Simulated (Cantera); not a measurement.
Si + N2O + H2 (thermal oxidation and active oxidation of silicon)

A closed system holds: 1 mol Si, 0.33 mol N2O, 360 mol H2, held at 1325 K.

Method: chemical equilibrium by Gibbs-energy minimisation in Cantera with the NASA 1993 tables (ideal gas, pure condensed phases). Candidate condensed phases: H2O, Si, SiO2, Si2N2O, Si3N4; 35 gas species. Mutual solubility and eutectic melting of coexisting phases are not modelled. Kinetics and transport are ignored.

From 1.00e-6 bar to 2.50e-5 bar the condensed part is Si(s). From 0.000630 bar to 10.0 bar the condensed part is Si(s) + Si2N2O(s). The main Si-bearing gas is SiO at 1.00e-6 bar and SiH4 at 10.0 bar. The share of Si in condensed phases is highest at 0.400 bar (100.0 %) and lowest at 1.00e-6 bar (63.6 %).

| P (Pa) | x H2 | x H | x SiO | x N2 | x Si | x SiH4 | x SiH | x SiH2 | n Si(s) | n Si2N2O(s) |
|---|---|---|---|---|---|---|---|---|---|---|
| 0.100 | 0.996 | 0.00163 | 0.000914 | 0.000914 | 9.43e-5 | <1e-12 | 6.83e-7 | 1.16e-7 | 0.636 | 0 |
| 2.50 | 0.998 | 0.000327 | 0.000915 | 0.000915 | 3.77e-6 | 2.00e-11 | 1.37e-7 | 1.16e-7 | 0.669 | 0 |
| 63 | 1.000 | 6.51e-5 | 0.000129 | 0.000129 | 1.50e-7 | 5.07e-10 | 2.73e-8 | 1.16e-7 | 0.386 | 0.284 |
| 1600 | 1.000 | 1.29e-5 | 5.06e-6 | 5.06e-6 | 5.89e-9 | 1.29e-8 | 5.41e-9 | 1.17e-7 | 0.342 | 0.328 |
| 40000 | 1.000 | 2.59e-6 | 2.06e-7 | 1.99e-7 | 2.36e-10 | 3.22e-7 | 1.08e-9 | 1.17e-7 | 0.340 | 0.330 |
| 1000000 | 1.000 | 5.17e-7 | 2.47e-8 | 2.66e-9 | 9.43e-12 | 8.05e-6 | 2.16e-10 | 1.17e-7 | 0.337 | 0.330 |
x: gas mole fraction; n: condensed amount in mol.
